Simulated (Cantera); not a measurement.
A jet of CH4 : O2 : N2 = 0.084 : 0.055 : 0.79 (molar parts) at 300 K and 0.138 atm hits a platinum plate 2.7 cm away at a mass flux of 0.053 kg/m²/s; the plate temperature is set and raised in steps from an oxygen-covered start.

Cantera simulation using Deutschmann's 1995 Pt surface mechanism with GRI-Mech 3.0 gas chemistry; the numbers are that mechanism's predictions, not measurements. Catalytic surfaces can have several steady states; this one follows from the mechanism file's or the stated starting coverage.

x: mole fraction at the wall; θ: surface coverage.

```
plate T (K)  wall x CH4  wall x O2  wall x H2O  wall x OH  wall x CO  wall x CO2  θ free Pt     θ H*   θ CO*    θ C*
-----------  ----------  ---------  ----------  ---------  ---------  ----------  ---------  -------  ------  ------
900              0.0587     0.0147      0.0481      <1e-8     0.0332     1.03e-5      0.191      [?]  0.0573   0.751
950              0.0527     0.0125      0.0462      <1e-8     0.0393     1.04e-5      0.218      [?]  0.0359   0.744
1000             0.0441    0.00975      0.0428      <1e-8     0.0480     1.34e-5      0.262      [?]  0.0277   0.708
1050             0.0321    0.00661      0.0370      <1e-8     0.0602     2.37e-5      0.338      [?]  0.0274   0.632
1100             0.0153    0.00305      0.0275      <1e-8     0.0770     8.90e-5      0.528      [?]  0.0435   0.425
1150            0.00680    0.00144      0.0220      <1e-8     0.0852    0.000509      0.799      [?]  0.0594   0.138
1200            0.00536    0.00118      0.0205      <1e-8     0.0860     0.00127      0.904  0.00347  0.0434  0.0495
1250            0.00496    0.00113      0.0194      <1e-8     0.0855     0.00234      0.948      [?]  0.0281  0.0207
```

Q: Some entries are withheld; supply them.

A: 
- 900, θ H*: 0.00146
- 950, θ H*: 0.00182
- 1000, θ H*: 0.00215
- 1050, θ H*: 0.00256
- 1100, θ H*: 0.00333
- 1150, θ H*: 0.00376
- 1250, θ H*: 0.00310
